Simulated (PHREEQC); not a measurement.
Model water analysis in mmol/kgw, 85 °C, pH 5.96, pe 0.9:

| constituent | mmol/kgw |
|---|---|
| Na | 0.328 |
| K | 0.00515 |
| Ca | 0.0557 |
| Mg | 0.034 |
| Cl | 0.113 |
| S(6) | 0.0269 |
| Alkalinity (meq/kgw) | 0.371 |
| Br | 0.00821 |
| Li | 0.00137 |

Valence states are taken as typed.

Model: ion-association model, phreeqc.dat, run in PHREEQC.

```yaml
ionic_strength: 0.000643 mol/kgw
specific_conductance: 148 µS/cm
charge_balance_error: -3.0 %
```

| species | molality | activity | log γ |
|---|---|---|---|
| CO2 | 0.000896 | 0.000896 | 0.000 |
| HCO3- | 0.000371 | 0.000359 | -0.014 |
| Na+ | 0.000328 | 0.000317 | -0.014 |
| Cl- | 0.000113 | 0.000109 | -0.014 |
| Ca+2 | 5.51e-5 | 4.84e-5 | -0.056 |
| Mg+2 | 3.32e-5 | 2.92e-5 | -0.056 |
| SO4-2 | 2.60e-5 | 2.28e-5 | -0.056 |
| Br- | 8.21e-6 | 7.94e-6 | -0.014 |
| K+ | 5.15e-6 | 4.98e-6 | -0.014 |
| Li+ | 1.37e-6 | 1.33e-6 | -0.014 |
| H+ | 1.13e-6 | 1.10e-6 | -0.014 |
| MgSO4 | 5.66e-7 | 5.66e-7 | 0.000 |

This is a speciation only: nothing precipitates in the calculation. Away from 25 °C the constants follow the database's enthalpies or fits; those with neither stay at their 25 °C values.
